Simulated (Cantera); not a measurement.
A closed system holds: 1 mol Ti, 1.3 mol CH4, 4.1 mol O2, equilibrated at 1327 °C and 0.000180 bar.

These are equilibrium values from Cantera (NASA tables, ideal gas, pure condensed phases), not measurements of a reactor. Candidate condensed phases: C, C6H6, C7H8, C8H18, H2O, Ti, TiC, TiO, TiO2, Ti2O3, Ti3O5, Ti4O7; 113 gas species. Rates play no part.

### Question
What is the equilibrium state?

### Answer
```json
{
 "x(H2O)": "0.587",
 "x(CO2)": "0.294",
 "x(O2)": "0.114",
 "x(OH)": "0.00317",
 "x(CO)": "0.00129",
 "x(H2)": "0.000862",
 "x(O)": "0.000364",
 "x(H)": "0.000119",
 "n(TiO2(rutile))": "1.000 mol",
 "gas_amount": "4.409 mol",
 "log10 activity of Ti4O7(s) (absent)": "-4.33",
 "log10 activity of Ti3O5(s) (absent)": "-4.46",
 "log10 activity of Ti2O3(s) (absent)": "-4.99"
}
```
